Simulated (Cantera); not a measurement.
Charge: 1 mol AlN, a varied amount of H₂O, 96 mol H₂, equilibrated at 948.15 K and 63.0 mbar.

Equilibrium computed with Cantera from the NASA thermochemical tables; the gas is ideal and each condensed phase is pure. Candidate condensed phases: Al, AlN, Al₂O₃, H₂O; 35 gas species. Kinetics and transport are ignored.

**Question.** Which condensed phases are stable at each of these points (n(H₂O) (mol)): 0.18, 0.81, 1.4, 2.1, 2.7, 3.3, 3.9, 4.6?

**Answer.** 
| n(H₂O) (mol) | condensed phases | Al condensed (%) |
|---|---|---|
| 0.18 | AlN(s) + Al₂O₃(s) | 100.0 |
| 0.81 | AlN(s) + Al₂O₃(s) | 100.0 |
| 1.4 | AlN(s) + Al₂O₃(s) | 100.0 |
| 2.1 | Al₂O₃(s) | 100.0 |
| 2.7 | Al₂O₃(s) | 100.0 |
| 3.3 | Al₂O₃(s) | 100.0 |
| 3.9 | Al₂O₃(s) | 100.0 |
| 4.6 | Al₂O₃(s) | 100.0 |

From 0.18 mol H₂O to 1.4 mol H₂O the condensed part is AlN(s) + Al₂O₃(s). From 2.1 mol H₂O to 4.6 mol H₂O the condensed part is Al₂O₃(s).
